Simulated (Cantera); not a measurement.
An isothermal, constant-pressure homogeneous reactor starts with 20.8 % C2H6, 79.2 % N2, at 1198 K and 0.000180 bar.

Computed with Cantera and GRI-Mech 3.0 (53 species, 325 reactions). GRI-Mech 3.0 stops at C3 and has no aromatics, soot or wall deposition, so with more carbon than oxygen in the feed, carbon stays in small species such as C2H2 where larger ones or solid carbon would form. Radical loss at walls, strong at low pressure, is not modelled.

Task: Predict: x(C2H6) at 20.0 s; x(HCN) at 20.0 s; x(C2H2) at 20.0 s; x(H) at 20.0 s.

Result: 
| Item | Result |
|---|---|
| x(C2H6) at 20.0 s | 0.00232 (gas-phase equilibrium 5.68e-10) |
| x(HCN) at 20.0 s | 3.14e-9 (gas-phase equilibrium 0.0828) |
| x(C2H2) at 20.0 s | 0.0345 (gas-phase equilibrium 0.105) |
| x(H) at 20.0 s | 1.72e-5 (gas-phase equilibrium 7.73e-6) |
